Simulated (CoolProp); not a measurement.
A Linde-Hampson liquefier for carbon monoxide: isothermal reversible compression at 300 K from 1 atm to 40 MPa, throttling to 1 atm, return gas leaving the recuperator 2 K below the feed. Each further row changes one setting.

The numbers come from the reference Helmholtz-energy equation of state, Lemmon 2006 in CoolProp. It is a short technical equation, of lower accuracy than the large ones.

```csv
case,liquid yield per pass,compression work (kJ/kg of gas)
as stated,(withheld),539
high pressure 80 MPa,(withheld),(withheld)
warm-end temperature 330 K,0.074,(withheld)
warm-end gap 7 K,0.090,539
```

**Question.** Fill in the missing entries.

**Answer.** 
- as stated, liquid yield per pass: 0.101
- high pressure 80 MPa, liquid yield per pass: 0.062
- high pressure 80 MPa, compression work (kJ/kg of gas): 629
- warm-end temperature 330 K, compression work (kJ/kg of gas): 597
